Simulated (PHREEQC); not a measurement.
Solution (25 °C): 1.7 mmol/kgw H3PO4, 120 mmol/kgw H2SO4 and 100 mmol/kgw NH3. Closed to the air; pH follows from the charge balance.

Equilibrium calculation in PHREEQC: ion-association model, phreeqc.dat.

**Question.** The ionic strength comes out as 0.191 mol/kgw. What activity coefficients do H+, NH4+, SO4-2, H2PO4-, HSO4- get?

**Answer.** H+ 0.80, NH4+ 0.69, SO4-2 0.30, H2PO4- 0.75, HSO4- 0.75.

Precipitation was switched off in this run.
